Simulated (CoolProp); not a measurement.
Values from CoolProp's reference Helmholtz-energy equation of state, McLinden 2015.

Task: Give the vapour pressure (kPa), vapour density (kg/m³) of saturated the fluoroketone C6F12O (FK-5-1-12) at -28.45 °C.

Result: 
```
T (°C)  p (kPa)  vapour density (kg/m³)
------  -------  ----------------------
-28.45     2.23                   0.348
```
